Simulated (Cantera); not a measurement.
Cantera run:

```python
import numpy as np
import cantera as ct

gas_names = [...]  # 118 gases of nasa_gas.yaml made of C, Cl, F, H
cond_names = """
    C(gr) C6H6(L) C7H8(L) C8H18(L),n-octa
""".split()


# ... load() reads the species with a 1 bar reference pressure and builds the phases ...
atoms = {
    'CH3F': {'C': 1, 'H': 3, 'F': 1},
    'HCl': {'H': 1, 'CL': 1},
}
top_T = {'C(gr)': 4500}  # K; cautious upper limits of use, not melting points


# ... equilibrate(T, P, feed) seeds the gas with the atoms and calls Mixture.equilibrate('TP', solver="vcs", rtol=1e-11, max_steps=5000) ...
results = []
feed = {'CH3F': 1, 'HCl': 2.2}  # mol
P = 4400  # Pa
for T in [1073, 1173, 1273, 1373, 1473, 1573, 1673, 1773, 1873, 1973, 2073]:
    mix = equilibrate(T, P, feed)
    results.append((T, P, feed, dict(zip(mix.species_names, mix.species_moles))))

top = {s: max(r[3][s] / sum(r[3][g] for g in gas_names) for r in results) for s in gas_names}
cols = sorted((s for s in top if top[s] > 1e-06), key=lambda s: -top[s])[:9]
seen = [c for c in cond_names if any(r[3].get(c, 0) > 1e-12 for r in results)]
print("log10 of partial pressures in bar; condensed amounts in mol")
print(f"{'T/K':>10s}" + "".join(f"{s[:9]:>10s}" for s in cols + seen))
for T, P, feed, n in results:
    ng = sum(n[g] for g in gas_names)
    print(f"{T:10.4g}" + "".join(f"{np.log10(max(n[s] / ng * P / 1e5, 1e-99)):10.3f}" for s in cols)
          + "".join(f"{n.get(c, 0):10.4g}" for c in seen))
```

It prints:

```
log10 of partial pressures in bar; condensed amounts in mol
       T/K       HCL        HF        H2        CL         H C2H2,acet       CH4       CL2         F     C(gr)
      1073    -1.637    -1.980    -1.980    -8.544    -8.844   -10.124    -5.298   -11.152   -15.273    0.9995
      1173    -1.637    -1.980    -1.980    -7.634    -7.918    -9.193    -5.671   -10.367   -13.789    0.9998
      1273    -1.637    -1.980    -1.980    -6.865    -7.137    -8.410    -5.987    -9.704   -12.535    0.9999
      1373    -1.637    -1.980    -1.980    -6.207    -6.467    -7.742    -6.258    -9.137   -11.463    0.9999
      1473    -1.637    -1.980    -1.980    -5.637    -5.888    -7.167    -6.492    -8.646   -10.535         1
      1573    -1.638    -1.980    -1.980    -5.138    -5.381    -6.665    -6.696    -8.217    -9.724    0.9999
      1673    -1.638    -1.980    -1.980    -4.699    -4.933    -6.224    -6.875    -7.840    -9.009    0.9999
      1773    -1.639    -1.980    -1.980    -4.309    -4.536    -5.834    -7.034    -7.505    -8.374    0.9997
      1873    -1.640    -1.981    -1.980    -3.961    -4.180    -5.486    -7.175    -7.208    -7.806    0.9994
      1973    -1.643    -1.982    -1.980    -3.650    -3.860    -5.173    -7.301    -6.945    -7.296    0.9987
      2073    -1.649    -1.983    -1.980    -3.371    -3.570    -4.892    -7.414    -6.711    -6.835    0.9975
```

Method: chemical equilibrium by Gibbs-energy minimisation in Cantera with the NASA 1993 tables (ideal gas, pure condensed phases).
